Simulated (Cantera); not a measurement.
Equilibrium for abatement and gas-phase synthesis: HF + O2 + SO2

Charge: 1 mol HF, 1.5 mol O2, 0.5 mol SO2, held at 2277 °C.

Method: chemical equilibrium by Gibbs-energy minimisation in Cantera with the NASA 1993 tables (ideal gas, pure condensed phases). Candidate condensed phases: H2O, H2SO4, S; 43 gas species. The ideal-gas law is rough above about 30 bar. The tables' values for SOF2 are old estimates; treat these amounts as uncertain. Rates play no part.

From 10.0 Pa to 3.00e7 Pa nothing is condensed.

| P (Pa) | x O | x O2 | x HF | x SO2 | x F | x H | x SO | x S |
|---|---|---|---|---|---|---|---|---|
| 10 | 0.546 | 0.0876 | 0.144 | 0.0202 | 0.0605 | 0.0549 | 0.0506 | 0.0312 |
| 84 | 0.321 | 0.255 | 0.231 | 0.0836 | 0.0312 | 0.0204 | 0.0423 | 0.00527 |
| 710 | 0.137 | 0.392 | 0.286 | 0.133 | 0.0172 | 0.00542 | 0.0186 | 0.000643 |
| 6000 | 0.0509 | 0.457 | 0.312 | 0.154 | 0.0104 | 0.00115 | 0.00688 | 7.57e-5 |
| 50000 | 0.0181 | 0.483 | 0.322 | 0.162 | 0.00672 | 0.000221 | 0.00244 | 9.04e-6 |
| 420000 | 0.00632 | 0.493 | 0.327 | 0.165 | 0.00445 | 4.05e-5 | 0.000846 | 1.07e-6 |
| 3600000 | 0.00217 | 0.497 | 0.330 | 0.165 | 0.00296 | 7.14e-6 | 0.000289 | 1.24e-7 |
| 30000000 | 0.000752 | 0.498 | 0.331 | 0.163 | 0.00180 | 1.42e-6 | 9.87e-5 | 1.47e-8 |
x: gas mole fraction; nothing condenses.
